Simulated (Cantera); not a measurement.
Feed: 1 mol CaCl2, 5.8 mol H2, a varied amount of N2, at 1202 °C and 0.0560 bar.

These are equilibrium values from Cantera (NASA tables, ideal gas, pure condensed phases), not measurements of a reactor. Candidate condensed phases: Ca, CaCl2, NH4Cl; 16 gas species. Equilibrium is a limit: real reactors are often held back by kinetics, nucleation or transport.

At 19 mol N2, list the 5 most abundant gas species with their mole fractions, and the condensed phases.

N2 0.751, H2 0.229, CaCl2 0.0197, HCl 0.000160, CaCl 0.000125. Condensed: CaCl2(l).
